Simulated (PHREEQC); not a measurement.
# Arsenic or selenium liquor (model solution)

A solution holds 0.019 mol H2SeO3, 0.008 mol H3PO4 and 0.17 mol FeCl3 per kg of water, at 50 °C. Closed to the air; pH follows from the charge balance.

Model: ion-association model, wateq4f.dat, run in PHREEQC.

```yaml
pH: 1.67
ionic_strength: 0.586 mol/kgw
activity_of_water: 0.990
total_alkalinity: -386 meq/kg
```

```csv
species,molality,activity,log γ
Cl-,0.371,0.230,-0.208
FeCl+2,0.110,0.0210,-0.720
H+,0.0288,0.0216,-0.124
Fe+3,0.0191,0.00145,-1.119
H2SeO3,0.0168,0.0193,0.059
FeCl2+,0.0142,0.0104,-0.138
FeOH+2,0.00875,0.00167,-0.720
FeH2PO4+2,0.00798,0.00163,-0.689
Fe2(OH)2+4,0.00463,2.89e-5,-2.205
HSeO3-,0.00217,0.00158,-0.138
FeCl3,0.000208,0.000238,0.059
Fe3(OH)4+5,0.000121,4.35e-8,-3.445
Fe(OH)2+,9.01e-5,6.06e-5,-0.172
H3PO4,1.53e-5,1.75e-5,0.059
H2PO4-,6.21e-6,4.17e-6,-0.172
FeHPO4+,1.67e-8,1.13e-8,-0.170
```

No solid was allowed to form. Examples of supersaturated solids here: Strengite, Hematite (slow to form). Others may be too. Species that the database lacks are ignored. H3PO4, which wateq4f.dat lacks, is added to it with the constant of phreeqc.dat. At this temperature some constants are extrapolated from 25 °C, and those without enthalpy data are left unchanged.
